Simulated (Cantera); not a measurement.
Feed: 1 mol PbO, 3 mol C, 0.14 mol CO, equilibrated at 750 Torr.

These are equilibrium values from Cantera (NASA tables, ideal gas, pure condensed phases), not measurements of a reactor. Candidate condensed phases: C, Pb, PbO, PbO₂, Pb₃O₄; 15 gas species. Equilibrium is a limit: real reactors are often held back by kinetics, nucleation or transport.

Question: Which condensed phases are stable at each of these points (T (K)): 1575, 1675, 1775, 1875, 1975, 2075, 2175, 2275, 2375?

Answer: 
```csv
T (K),condensed phases,Pb condensed (%)
1575,C(graphite) + Pb(l),94.1
1675,C(graphite) + Pb(l),85.7
1775,C(graphite) + Pb(l),66.0
1875,C(graphite) + Pb(l),11.0
1975,C(graphite),0.0
2075,C(graphite),0.0
2175,C(graphite),0.0
2275,C(graphite),0.0
2375,C(graphite),0.0
```

From 1575 K to 1875 K the condensed part is C(graphite) + Pb(l). From 1975 K to 2375 K the condensed part is C(graphite).
